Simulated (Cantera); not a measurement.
Input: 1 mol PbO, 2.3 mol H₂, equilibrated at 1148 K.

Method: chemical equilibrium by Gibbs-energy minimisation in Cantera with the NASA 1993 tables (ideal gas, pure condensed phases). Candidate condensed phases: H₂O, Pb, PbO, PbO₂, Pb₃O₄; 12 gas species. Rates play no part.

**Question.** At 0.370 bar, list the 3 most abundant gas species with their mole fractions, and the condensed phases.

**Answer.** H₂ 0.565, H₂O 0.434, Pb 0.000757. Condensed: Pb(l).
